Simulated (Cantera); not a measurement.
**Equilibrium for carbothermic reduction: PbO + CH4 + N2**

Feed: 1 mol PbO, 1.6 mol CH4, 0.46 mol N2, at 4.80 mbar.

Equilibrium computed with Cantera from the NASA thermochemical tables; the gas is ideal and each condensed phase is pure. Candidate condensed phases: C, C6H6, C7H8, C8H18, H2O, Pb, PbO, PbO2, Pb3O4; 139 gas species. Kinetics and transport are ignored.

At 1198 K the condensed part is C(graphite) + Pb(l). From 1298 K to 1898 K the condensed part is C(graphite). The main Pb-bearing gas is Pb throughout.

```json
[
 {"T (K)": "1198", "x H2": "0.597", "x CO": "0.187", "x Pb": "0.130", "x N2": "0.0859", "x H": "2.12e-6", "n C(graphite)": "0.600", "n Pb(l)": "0.304"},
 {"T (K)": "1298", "x H2": "0.565", "x CO": "0.177", "x Pb": "0.177", "x N2": "0.0813", "x H": "1.16e-5", "n C(graphite)": "0.600", "n Pb(l)": "0"},
 {"T (K)": "1398", "x H2": "0.565", "x CO": "0.177", "x Pb": "0.177", "x N2": "0.0812", "x H": "5.13e-5", "n C(graphite)": "0.599", "n Pb(l)": "0"},
 {"T (K)": "1498", "x H2": "0.565", "x CO": "0.177", "x Pb": "0.177", "x N2": "0.0812", "x H": "0.000186", "n C(graphite)": "0.599", "n Pb(l)": "0"},
 {"T (K)": "1598", "x H2": "0.565", "x CO": "0.177", "x Pb": "0.177", "x N2": "0.0810", "x H": "0.000577", "n C(graphite)": "0.597", "n Pb(l)": "0"},
 {"T (K)": "1698", "x H2": "0.564", "x CO": "0.177", "x Pb": "0.177", "x N2": "0.0808", "x H": "0.00157", "n C(graphite)": "0.595", "n Pb(l)": "0"},
 {"T (K)": "1798", "x H2": "0.562", "x CO": "0.176", "x Pb": "0.176", "x N2": "0.0804", "x H": "0.00381", "n C(graphite)": "0.591", "n Pb(l)": "0"},
 {"T (K)": "1898", "x H2": "0.557", "x CO": "0.176", "x Pb": "0.176", "x N2": "0.0799", "x H": "0.00842", "n C(graphite)": "0.585", "n Pb(l)": "0"}
]
```
x: gas mole fraction; n: condensed amount in mol.
